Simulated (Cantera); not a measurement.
A Cantera script and its output.

```python
import numpy as np
import cantera as ct

gas = ct.Solution("gri30.yaml")
gas.TPX = 500, 210000, {'C2H4': 1, 'O2': 3.12, 'N2': 11.8, 'CO2': 0.37}
flame = ct.FreeFlame(gas, width=0.024)
flame.set_refine_criteria(ratio=3, slope=0.08, curve=0.16)
flame.transport_model = "mixture-averaged"
flame.solve(loglevel=0, auto=True)
z, T = flame.grid, flame.T
thick = (T[-1] - T[0]) / np.gradient(T, z).max()
show = ['C2H4', 'O2', 'CO2', 'HCO', 'H2O', 'O']
print(f"laminar burning velocity  {flame.velocity[0] * 100:.3f} cm/s")
print(f"burnt temperature         {T[-1]:.1f} K")
print(f"thermal thickness         {thick * 1e3:.4f} mm")
print(f"grid points               {len(z)}")
z0 = z[flame.heat_release_rate.argmax()]
print(f"{'z/mm':>9s}{'T/K':>9s}{'u/(m/s)':>9s}" + "".join(f"{s:>11s}" for s in show))
rows = []
for k in (-3, -2, -1.5, -1, -0.5, -0.25, 0, 0.25, 0.5, 1, 2, 4, 8):
    zz = z0 + k * thick
    rows.append([k * thick, np.interp(zz, z, T), np.interp(zz, z, flame.velocity),
                 *(np.interp(zz, z, flame.X[gas.species_index(s)]) for s in show)])
    print(f"{rows[-1][0] * 1e3:9.3f}{rows[-1][1]:9.1f}{rows[-1][2]:9.3f}" + "".join(f"{x:11.3e}" for x in rows[-1][3:]))
```

It prints:

```
laminar burning velocity  146.305 cm/s
burnt temperature         2421.0 K
thermal thickness         0.1324 mm
grid points               145
     z/mm      T/K  u/(m/s)       C2H4         O2        CO2        HCO        H2O          O
   -0.397    500.0    1.464  6.137e-02  1.915e-01  2.271e-02  2.963e-14  7.180e-06  1.618e-13
   -0.265    500.3    1.465  6.133e-02  1.913e-01  2.269e-02  1.859e-12  5.243e-05  1.021e-11
   -0.199    502.0    1.472  6.125e-02  1.910e-01  2.267e-02  3.697e-11  2.696e-04  2.011e-10
   -0.132    516.8    1.519  6.084e-02  1.895e-01  2.265e-02  1.577e-09  1.881e-03  7.611e-09
   -0.066    751.6    2.238  5.289e-02  1.701e-01  2.394e-02  1.527e-06  2.051e-02  3.653e-06
   -0.033   1173.1    3.551  3.308e-02  1.325e-01  2.919e-02  4.308e-05  4.943e-02  1.050e-04
    0.000   1600.6    4.922  9.866e-03  8.815e-02  3.962e-02  1.104e-04  7.902e-02  8.764e-04
    0.033   1831.8    5.664  1.000e-03  5.881e-02  5.258e-02  5.227e-05  9.531e-02  3.018e-03
    0.066   1912.3    5.901  3.946e-05  4.512e-02  6.494e-02  7.507e-06  1.005e-01  5.359e-03
    0.132   1984.4    6.079  3.154e-08  3.560e-02  8.192e-02  2.307e-07  1.012e-01  6.452e-03
    0.265   2073.1    6.301  1.280e-12  3.008e-02  9.501e-02  1.214e-07  1.020e-01  5.648e-03
    0.530   2171.4    6.555  1.915e-19  2.612e-02  1.030e-01  6.368e-08  1.059e-01  4.080e-03
    1.059   2264.7    6.792  8.215e-25  2.239e-02  1.103e-01  2.868e-08  1.103e-01  2.620e-03
```

Cantera simulation using GRI-Mech 3.0 (53 species, 325 reactions); the numbers are that mechanism's predictions, not measurements. GRI-Mech 3.0 was tuned for natural gas; its chemistry of ethylene as a main component is partial and can be far from experiment. Burning velocities carry a grid error of a few per cent, more on coarse grids.
